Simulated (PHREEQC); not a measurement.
**Copper plating or etch bath (model solution)**

Dissolve 0.00225 mol/kgw CuCl2 and 0.0007 mol/kgw HCl at 25 °C. Closed to the air; pH follows from the charge balance.

Computed with PHREEQC (ion-association model, wateq4f.dat).

No solid was allowed to form.

**Question.** What pH does the model give?

**Answer.** pH 3.19.

Complexes and solids missing from the database can't appear.
